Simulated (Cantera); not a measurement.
Cantera with NASA thermochemical tables; ideal gases at 1 bar, condensed phases pure. Values are per mole of reaction as written; species without (g) are pure solids or liquids, kept so even where they would boil at 1 bar.

### Question
Between 1000 and 1600 K, where is each reaction favourable under standard conditions?
- 2 H(g) + 2 V2O5 = 2 V2O4 + H2O2(g)

### Answer
- 2 H(g) + 2 V2O5 = 2 V2O4 + H2O2(g): ΔG° is -290 kJ at 1000 K and -185 kJ at 1600 K; it stays negative (K > 1). ΔH° is -470 kJ and ΔS° -178 J/K at 1600 K.
